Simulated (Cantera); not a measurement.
A closed system holds: 1 mol BN, a varied amount of H2O, 13 mol H2, at 1450 K and 0.100 bar.

Method: chemical equilibrium by Gibbs-energy minimisation in Cantera with the NASA 1993 tables (ideal gas, pure condensed phases). Candidate condensed phases: B, BN, B2O3, B3O3H3, H2O; 39 gas species. Mutual solubility and eutectic melting of coexisting phases are not modelled. Gases not in the tables: H3BO3. Kinetics and transport are ignored.

x: gas mole fraction; n: condensed amount in mol.

```
n(H2O) (mol)   x H2     x H2O     x N2   x HBO2     n BN(s)  n B2O3(l)
------------  -----  --------  -------  -------  ----------  ---------
0.24          0.992  0.000654  0.00570  0.00124  (withheld)     0.0617
0.38          0.988  0.000760  0.00901  0.00134  (withheld)      0.107
0.6           0.983  0.000876   0.0141  0.00143  (withheld)      0.179
0.96          0.975   0.00101   0.0219  0.00154  (withheld)      0.297
1.5           0.964   0.00114   0.0328  0.00164  (withheld)      0.474
2.4           0.907    0.0508   0.0313   0.0109           0      0.410
3.8           0.831     0.123   0.0287   0.0170           0      0.348
6             0.735     0.217   0.0254   0.0226           0      0.271
```

Q: Fill in the missing entries.

A: 
- 0.24, n BN(s): 0.848
- 0.38, n BN(s): 0.756
- 0.6, n BN(s): 0.612
- 0.96, n BN(s): 0.374
- 1.5, n BN(s): 0.0168
